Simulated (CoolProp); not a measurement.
Values from CoolProp's reference Helmholtz-energy equation of state, Zhou 2012.

Give the vapour pressure (bar), liquid viscosity (µPa s), vapour viscosity (µPa s) of saturated m-xylene at 431.2, 441.6, 493.5 K.


```json
[
 {"T (K)": "431.2", "p (bar)": "1.64", "liquid viscosity (µPa s)": "192", "vapour viscosity (µPa s)": "9.26"},
 {"T (K)": "441.6", "p (bar)": "2.10", "liquid viscosity (µPa s)": "179", "vapour viscosity (µPa s)": "9.49"},
 {"T (K)": "493.5", "p (bar)": "5.99", "liquid viscosity (µPa s)": "127", "vapour viscosity (µPa s)": "10.7"}
]
```

Viscosity comes from a separate model (Cao 2016).
